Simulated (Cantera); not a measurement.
Cantera run, input and output.

```python
import numpy as np
import cantera as ct

gas = ct.Solution("gri30.yaml")
gas.TPX = 1800, 2200000, {'CH4': 1, 'CO2': 0.98}
reactor = ct.IdealGasConstPressureReactor(gas, energy="off", clone=False)
net = ct.ReactorNet([reactor])
net.rtol, net.atol = 1e-08, 1e-18
show = ['CH4', 'CO2', 'C2H2', 'C2H6', 'CH2O', 'CH3', 'CH2CO']
times = np.geomspace(0.0007, 60, 10)

steps = ct.SolutionArray(gas, extra=["t"])
rows = []
print(f"{'t/s':>10s}{'T/K':>9s}{'P/Pa':>11s}" + "".join(f"{s:>11s}" for s in show))
for t in times:
    while net.time < t:
        t_next = net.step()
        steps.append(gas.state, t=t_next)
    rows.append([np.interp(t, steps.t, y) for y in (steps.T, steps.P, *steps(*show).X.T)])
    print(f"{t:10.3e}{rows[-1][0]:9.1f}{rows[-1][1]:11.4g}" + "".join(f"{x:11.3e}" for x in rows[-1][2:]))
rate = np.gradient(steps.T, steps.t)
print("integrator steps:", len(steps.t))
if steps.T.max() > steps.T[0] + 200:
    print(f"time of steepest temperature rise: {steps.t[rate.argmax()]:.4e} s")
gas.TPX = 1800, 2200000, {'CH4': 1, 'CO2': 0.98}
gas.equilibrate("TP")
print(f"equilibrium (TP): T = {gas.T:.1f} K  " + "  ".join(f"{s} {gas[s].X[0]:.3e}" for s in show))
```

Output:

```
       t/s      T/K       P/Pa        CH4        CO2       C2H2       C2H6       CH2O        CH3      CH2CO
 7.000e-04   1800.0    2.2e+06  1.800e-01  2.975e-01  9.293e-02  6.021e-04  1.008e-05  4.844e-04  4.200e-05
 2.473e-03   1800.0    2.2e+06  7.413e-02  1.269e-01  1.204e-01  1.646e-04  8.090e-06  2.389e-04  1.042e-04
 8.736e-03   1800.0    2.2e+06  5.381e-02  6.901e-02  9.569e-02  9.932e-05  4.641e-06  1.691e-04  7.632e-05
 3.086e-02   1800.0    2.2e+06  5.405e-02  4.209e-02  5.174e-02  8.048e-05  2.658e-06  1.487e-04  3.076e-05
 1.090e-01   1800.0    2.2e+06  4.432e-02  2.028e-02  1.982e-02  4.482e-05  2.066e-06  1.098e-04  1.113e-05
 3.852e-01   1800.0    2.2e+06  2.849e-02  8.222e-03  5.656e-03  1.639e-05  2.061e-06  6.614e-05  4.756e-06
 1.361e+00   1800.0    2.2e+06  1.533e-02  2.885e-03  1.343e-03  4.446e-06  2.163e-06  3.440e-05  2.240e-06
 4.807e+00   1800.0    2.2e+06  8.183e-03  8.309e-04  3.504e-04  1.230e-06  2.228e-06  1.809e-05  1.150e-06
 1.698e+01   1800.0    2.2e+06  6.009e-03  2.911e-04  1.844e-04  6.581e-07  2.249e-06  1.322e-05  8.368e-07
 6.000e+01   1800.0    2.2e+06  5.901e-03  2.652e-04  1.776e-04  6.345e-07  2.250e-06  1.298e-05  8.214e-07
integrator steps: 2275
equilibrium (TP): T = 1800.0 K  CH4 5.954e-03  CO2 2.779e-04  C2H2 1.809e-04  C2H6 6.460e-07  CH2O 2.249e-06  CH3 1.310e-05  CH2CO 8.326e-07
```

Cantera simulation using GRI-Mech 3.0 (53 species, 325 reactions); the numbers are that mechanism's predictions, not measurements. The pressure lies above the range GRI-Mech 3.0 was tuned for (to about 10 atm).
